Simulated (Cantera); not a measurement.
A Cantera script and its output.

```python
import numpy as np
import cantera as ct

gas = ct.Solution("SiF4_NH3_mec.yaml", "gas")
gas.TPX = 2225, 101325, {'NH3': 1, 'N2': 0.41}
inlet = ct.Reservoir(gas, clone=True)

reactor = ct.IdealGasConstPressureReactor(gas, energy="off", clone=False)
exhaust = ct.Reservoir(gas, clone=True)
tau = [0.97, 0.45, 0.21, 0.097, 0.045, 0.021, 0.0097, 0.0045, 0.0021][0]
for a, b in ((inlet, reactor), (reactor, exhaust)):
    ct.MassFlowController(a, b, mdot=lambda t: reactor.mass / tau)
net = ct.ReactorNet([reactor])
show = ['NH3', 'H2', 'N2H4', 'N2', 'N2H2']

rows = []
print(f"{'tau/s':>10s}{'T/K':>9s}" + "".join(f"{s:>11s}" for s in show))
for tau in [0.97, 0.45, 0.21, 0.097, 0.045, 0.021, 0.0097, 0.0045, 0.0021]:
    net.initial_time = 0.0
    net.advance(30 * tau)
    before = gas.X
    net.advance(40 * tau)
    drift = np.max(np.abs(gas.X - before) / (gas.X + 1e-9))
    rows.append([gas.T, *gas[show].X, drift])
    print(f"{tau:10.3e}{gas.T:9.1f}" + "".join(f"{x:11.3e}" for x in gas[show].X))
```

Output:

```
     tau/s      T/K        NH3         H2       N2H4         N2       N2H2
 9.700e-01   2225.0  2.421e-03  6.168e-01  2.489e-10  3.765e-01  1.684e-08
 4.500e-01   2225.0  4.661e-03  6.153e-01  6.674e-10  3.763e-01  3.959e-08
 2.100e-01   2225.0  9.984e-03  6.112e-01  1.921e-09  3.758e-01  9.418e-08
 9.700e-02   2225.0  2.203e-02  6.011e-01  5.600e-09  3.744e-01  2.226e-07
 4.500e-02   2225.0  4.652e-02  5.799e-01  1.542e-08  3.714e-01  5.056e-07
 2.100e-02   2225.0  9.249e-02  5.398e-01  3.935e-08  3.658e-01  1.093e-06
 9.700e-03   2225.0  1.724e-01  4.697e-01  9.251e-08  3.560e-01  2.243e-06
 4.500e-03   2225.0  2.882e-01  3.680e-01  1.896e-07  3.417e-01  4.174e-06
 2.100e-03   2225.0  4.203e-01  2.519e-01  3.299e-07  3.254e-01  6.784e-06
```

Cantera simulation using the gas-phase N/H chemistry of the illustrative SiF4/NH3 mechanism in the Surface Chemkin manual (1991); the numbers are that mechanism's predictions, not measurements. Walls and surfaces, which speed up NH3 decomposition in real reactors, are not modelled.
